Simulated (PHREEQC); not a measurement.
Solution (20 °C): 0.000154 mol LiF per kg of water. Closed to the air; pH follows from the charge balance.

All values are PHREEQC results (ion-association model, phreeqc.dat), not measurements.

This is a speciation only: nothing precipitates in the calculation.

Estimate the pH.

pH 7.12.
